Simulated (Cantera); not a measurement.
Input (Python, Cantera) and output of one run.

```python
import numpy as np
import cantera as ct

gas_names = """
    CL CL2 Fe FeCL FeCL2 FeCL3 Fe2CL4 Fe2CL6 N N2
""".split()
cond_names = """
    Fe(a) Fe(c) Fe(d) Fe(L) FeCL2(s) FeCL2(L) FeCL3(s) FeCL3(L)
""".split()


# ... load() reads the species with a 1 bar reference pressure and builds the phases ...
atoms = {
    'Fe': {'Fe': 1},
    'Cl2': {'CL': 2},
    'N2': {'N': 2},
}
top_T = {}  # K; cautious upper limits of use, not melting points


# ... equilibrate(T, P, feed) seeds the gas with the atoms and calls Mixture.equilibrate('TP', solver="vcs", rtol=1e-11, max_steps=5000) ...
results = []
feed = {'Fe': 1, 'Cl2': 0.41, 'N2': 0.29}  # mol
T = 1648.15  # K
P = 130000  # Pa
mix = equilibrate(T, P, feed)
results.append((T, P, feed, dict(zip(mix.species_names, mix.species_moles))))
x = sorted(zip(gas.X, gas.species_names), reverse=True)
print(f"T = {T:g} K  P = {P:g} Pa  gas = {mix.phase_moles(0):.4g} mol")
print("   x: " + "  ".join(f"{s} {v:.3e}" for v, s in x if v > 1e-06))
print("   condensed (mol): " + ("  ".join(f"{mix.phase(i).name} {mix.phase_moles(i):.4g}"
      for i in range(1, mix.n_phases) if mix.phase_moles(i) > 1e-12) or "none"))
```

Result:

```
T = 1648.15 K  P = 130000 Pa  gas = 0.6955 mol
   x: FeCL2 5.764e-01  N2 4.169e-01  Fe2CL4 6.254e-03  FeCL3 3.768e-04  CL 4.775e-05  Fe 2.012e-06  FeCL 1.622e-06
   condensed (mol): Fe(c) 0.5901
```

Method: chemical equilibrium by Gibbs-energy minimisation in Cantera with the NASA 1993 tables (ideal gas, pure condensed phases).
